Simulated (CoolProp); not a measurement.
Ethane along the isotherm 163.4 K: Z from the reference equation and from simpler models built on Tc = 305.3 K, pc = 4.872 MPa, ω = 0.099; each cubic takes its own stable root.

Computed with CoolProp (reference Helmholtz-energy equation of state, Bücker 2006).

```json
[
 {"p (MPa)": "3.48", "phase": "liquid", "reference": "0.1346"},
 {"p (MPa)": "6.96", "phase": "liquid", "reference": "0.2681"},
 {"p (MPa)": "10.4", "phase": "liquid", "reference": "0.3989"},
 {"p (MPa)": "13.9", "phase": "liquid", "reference": "0.5311"},
 {"p (MPa)": "17.4", "phase": "liquid", "reference": "0.6622"},
 {"p (MPa)": "20.9", "phase": "liquid", "reference": "0.7924"},
 {"p (MPa)": "24.4", "phase": "liquid", "reference": "0.9218"},
 {"p (MPa)": "27.8", "phase": "liquid", "reference": "1.047"},
 {"p (MPa)": "31.3", "phase": "liquid", "reference": "1.174"},
 {"p (MPa)": "34.8", "phase": "liquid", "reference": "1.302"},
 {"p (MPa)": "38.3", "phase": "liquid", "reference": "1.428"},
 {"p (MPa)": "41.8", "phase": "liquid", "reference": "1.553"},
 {"p (MPa)": "45.2", "phase": "liquid", "reference": "1.675"},
 {"p (MPa)": "48.7", "phase": "liquid", "reference": "1.799"}
]
```

**Question.** How far does each simpler model (van der Waals, Redlich-Kwong, Soave-Redlich-Kwong) lie from the reference over these 14 states: mean and median of the absolute difference, and the worst?

**Answer.** 
- van der Waals: mean 49.3 %, median 48.8 %, worst +52.6 % at 163.4 K and 3.48 MPa
- Redlich-Kwong: mean 3.3 %, median 3.3 %, worst +3.6 % at 163.4 K and 3.48 MPa
- Soave-Redlich-Kwong: mean 3.3 %, median 3.3 %, worst +3.6 % at 163.4 K and 3.48 MPa
